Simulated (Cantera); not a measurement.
A closed system holds: 1 mol CaCO3, 0.55 mol H2, held at 15.8 Torr.

These are equilibrium values from Cantera (NASA tables, ideal gas, pure condensed phases), not measurements of a reactor. Candidate condensed phases: C, C6H6, C7H8, C8H18, Ca, CaCO3, CaO, Ca(OH)2, H2O; 115 gas species. Kinetics and transport are ignored. All values below are at 1798 K.

Base state: CO2 0.353, CO 0.291, H2O 0.291, H2 0.0630, H 0.000610, OH 0.000185 (mole fractions); condensed: CaO(s).

**Question.** What changes in the equilibrium state with this change: CaCO3 replaced by MgSO4?

**Answer.** 
| species | before | after |
|---|---|---|
| SO2 | 0 | 0.562 |
| H2O | 0.291 | 0.308 |
| O2 | 2.84e-6 | 0.126 |
| CO2 | 0.353 | 0 |
| CO | 0.291 | 0 |
| H2 | 0.0630 | 0.000316 |
| SO3 | 0 | 0.000306 |
| SO | 0 | 0.000212 |
| CaO(s), mol | 1.000 | 0 |
| MgO(s), mol | 0 | 1.000 |
Further candidate phases: H2SO4, Mg, MgO, Mg(OH)2, MgS, MgSO4, S.
